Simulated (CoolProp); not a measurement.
A simple Rankine cycle with cis-2-butene: condensing at 313.15 K, boiler at 2.04 MPa, turbine inlet 407.3 K, turbine efficiency 0.65, pump efficiency 0.8, no recuperator. Each further row changes one setting.

Model: reference Helmholtz-energy equation of state, Lemmon 2005, in CoolProp. It is a short technical equation, of lower accuracy than the large ones.

| case | thermal efficiency (%) | net work (kJ/kg) | heat in (kJ/kg) | turbine exit temperature (K) | volume ratio over the turbine |
|---|---|---|---|---|---|
| as stated | ___ | 50.9 | 492 | 351.5 | ___ |
| turbine inlet 427.3 K | 10.4 | 56.1 | 538 | 375.0 | 6.40 |
| condensing temperature 305.15 K | 11.3 | 57.8 | 510 | 345.9 | 8.39 |
| boiler pressure 1.43 MPa | ___ | 44.9 | 513 | 367.0 | 4.35 |
| turbine efficiency 0.55 | 8.6 | 42.5 | 492 | 356.3 | 6.76 |

Problem. Fill in the missing entries.

Solution. 
- as stated, thermal efficiency (%): 10.3
- as stated, volume ratio over the turbine: 6.64
- boiler pressure 1.43 MPa, thermal efficiency (%): 8.8
